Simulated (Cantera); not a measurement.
Input (Python, Cantera):

```python
import numpy as np
import cantera as ct

gas = ct.Solution("gri30.yaml")
gas.TP = 300, 100000
flame = ct.CounterflowDiffusionFlame(gas, width=0.02)
flame.fuel_inlet.X, flame.fuel_inlet.T = {'CH4': 1, 'CO': 0.95}, 423
flame.oxidizer_inlet.X, flame.oxidizer_inlet.T = {'O2': 0.2, 'N2': 0.8}, 398
flame.set_refine_criteria(ratio=3, slope=0.12, curve=0.24, prune=0.03)
show = ['OH', 'H', 'NO', 'CO', 'C2H2']

rows = []
print(f"{'mdot':>8s}{'a_max':>10s}{'a_mean':>10s}{'Tmax/K':>9s}" + "".join(f"{s:>11s}" for s in show) + "   (peak mole fractions)")
for i, mdot in enumerate([0.25, 0.34, 0.46, 0.63, 0.85, 1.2, 1.6, 2.1]):  # kg/m2/s on the oxidiser side
    flame.oxidizer_inlet.mdot, flame.fuel_inlet.mdot = mdot, 0.72 * mdot
    flame.solve(loglevel=0, auto=(i == 0))
    if flame.T.max() < max(423, 398) + 100:
        print(f"{mdot:8.3g}  no burning solution found from the previous one")
        break
    dT = np.abs(np.gradient(flame.T, flame.grid))
    rows.append([flame.strain_rate("max"), flame.strain_rate("mean"), flame.T.max(),
                 *(flame.X[gas.species_index(s)].max() for s in show), max(dT[0], dT[-1]) / dT.max()])
    print(f"{mdot:8.3g}{rows[-1][0]:10.1f}{rows[-1][1]:10.1f}{rows[-1][2]:9.1f}" + "".join(f"{x:11.3e}" for x in rows[-1][3:-1]))
```

It prints:

```
    mdot     a_max    a_mean   Tmax/K         OH          H         NO         CO       C2H2   (peak mole fractions)
    0.25     140.4      28.8   2050.3  6.316e-03  3.569e-03  2.147e-04  4.872e-01  8.101e-03
    0.34     183.6      39.2   2035.3  6.285e-03  3.753e-03  1.997e-04  4.872e-01  7.527e-03
    0.46     240.8      53.0   2021.5  6.253e-03  3.942e-03  1.840e-04  4.872e-01  7.098e-03
    0.63     320.7      72.6   2006.7  6.195e-03  4.136e-03  1.659e-04  4.872e-01  6.681e-03
    0.85     423.2      98.0   1992.3  6.122e-03  4.316e-03  1.473e-04  4.872e-01  6.331e-03
     1.2     583.7     138.4   1971.7  5.950e-03  4.473e-03  1.227e-04  4.872e-01  5.811e-03
     1.6     764.0     184.5   1951.5  5.737e-03  4.557e-03  1.008e-04  4.872e-01  5.309e-03
     2.1     985.3     242.2   1927.1  5.423e-03  4.540e-03  7.842e-05  4.872e-01  4.681e-03
```

Detailed kinetics in Cantera: GRI-Mech 3.0 (53 species, 325 reactions). GRI-Mech 3.0 has no aromatics or soot, which form on the fuel side of real flames. The maximum strain rate includes the flame's own expansion and is several times the mean.
